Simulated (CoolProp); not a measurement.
A closed Brayton cycle with carbon dioxide: compressor inlet 329.15 K and 10 MPa, high pressure 20.3 MPa, turbine inlet 980 K, compressor efficiency 0.85, turbine efficiency 0.85, recuperator effectiveness 0.8 (on enthalpy, no pinch check). Each further row changes one setting.

Values from CoolProp's reference Helmholtz-energy equation of state, Span 1996.

```tsv
case	thermal efficiency (%)	net work (kJ/kg)	compressor to turbine work	compressor exit (K)	turbine exit (K)
as stated	25.6	77.5	0.28	381.1	889.2
turbine inlet 930 K	25.1	71.7	0.30	381.1	842.2
compressor inlet 339.15 K	25.1	72.0	0.34	398.2	889.2
high pressure 17.3 MPa	22.2	61.9	0.27	369.2	909.2
recuperator effectiveness 0.5	16.0	77.5	0.28	381.1	889.2
```
